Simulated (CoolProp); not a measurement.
Computed with CoolProp (reference Helmholtz-energy equation of state, Schroeder 2014).

Question: For ethanol, give the phase and the speed of sound (m/s) at 450.4 K and 0.0297 MPa; 450.4 K and 0.154 MPa; 450.4 K and 1.82 MPa.

Answer: 
- 450.4 K and 0.0297 MPa: gas; speed of sound 299
- 450.4 K and 0.154 MPa: gas; speed of sound 297
- 450.4 K and 1.82 MPa: gas; speed of sound 256
